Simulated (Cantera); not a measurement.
A Cantera script and its output.

```python
import numpy as np
import cantera as ct

gas = ct.Solution("gri30.yaml")
gas.TPX = 500, 81000, {'CO': 1, 'H2': 0.47, 'O2': 0.525, 'N2': 2.57}
flame = ct.FreeFlame(gas, width=0.046)
flame.set_refine_criteria(ratio=3, slope=0.08, curve=0.16)
flame.transport_model = "mixture-averaged"
flame.solve(loglevel=0, auto=True)
z, T = flame.grid, flame.T
thick = (T[-1] - T[0]) / np.gradient(T, z).max()
show = ['CO', 'H2', 'O2', 'HO2', 'N2O', 'NO']
print(f"laminar burning velocity  {flame.velocity[0] * 100:.3f} cm/s")
print(f"burnt temperature         {T[-1]:.1f} K")
print(f"thermal thickness         {thick * 1e3:.4f} mm")
print(f"grid points               {len(z)}")
z0 = z[flame.heat_release_rate.argmax()]
print(f"{'z/mm':>9s}{'T/K':>9s}{'u/(m/s)':>9s}" + "".join(f"{s:>11s}" for s in show))
rows = []
for k in (-3, -2, -1.5, -1, -0.5, -0.25, 0, 0.25, 0.5, 1, 2, 4, 8):
    zz = z0 + k * thick
    rows.append([k * thick, np.interp(zz, z, T), np.interp(zz, z, flame.velocity),
                 *(np.interp(zz, z, flame.X[gas.species_index(s)]) for s in show)])
    print(f"{rows[-1][0] * 1e3:9.3f}{rows[-1][1]:9.1f}{rows[-1][2]:9.3f}" + "".join(f"{x:11.3e}" for x in rows[-1][3:]))
```

Result:

```
laminar burning velocity  232.745 cm/s
burnt temperature         2274.6 K
thermal thickness         0.7806 mm
grid points               120
     z/mm      T/K  u/(m/s)         CO         H2         O2        HO2        N2O         NO
   -2.342    500.0    2.327  2.191e-01  1.030e-01  1.150e-01  4.278e-13  1.341e-22  1.705e-16
   -1.561    500.0    2.327  2.191e-01  1.030e-01  1.150e-01  3.058e-11  1.035e-20  1.831e-16
   -1.171    500.0    2.327  2.191e-01  1.029e-01  1.150e-01  8.837e-10  3.019e-19  5.558e-16
   -0.781    500.0    2.327  2.191e-01  1.027e-01  1.150e-01  7.513e-08  3.095e-17  3.458e-14
   -0.390    506.1    2.347  2.199e-01  9.904e-02  1.153e-01  7.047e-05  1.571e-13  6.404e-11
   -0.195    676.7    3.094  2.174e-01  8.316e-02  1.107e-01  1.723e-04  1.137e-10  1.697e-08
    0.000   1101.7    4.947  1.989e-01  4.535e-02  8.329e-02  5.223e-05  9.957e-09  7.539e-07
    0.195   1418.9    6.272  1.621e-01  1.810e-02  4.316e-02  1.869e-05  4.964e-08  4.819e-06
    0.390   1583.2    6.898  1.338e-01  1.512e-02  2.624e-02  9.247e-06  5.741e-08  1.072e-05
    0.781   1742.4    7.478  1.134e-01  1.692e-02  1.708e-02  4.897e-06  4.963e-08  2.060e-05
    1.561   1880.8    7.993  1.095e-01  1.655e-02  1.326e-02  3.217e-06  4.872e-08  3.250e-05
    3.122   2003.4    8.441  1.068e-01  1.512e-02  9.903e-03  2.051e-06  4.823e-08  4.522e-05
    6.245   2106.7    8.808  1.026e-01  1.368e-02  6.500e-03  1.181e-06  4.526e-08  6.059e-05
```

Model: GRI-Mech 3.0 (53 species, 325 reactions), integrated in Cantera. Burning velocities carry a grid error of a few per cent, more on coarse grids.
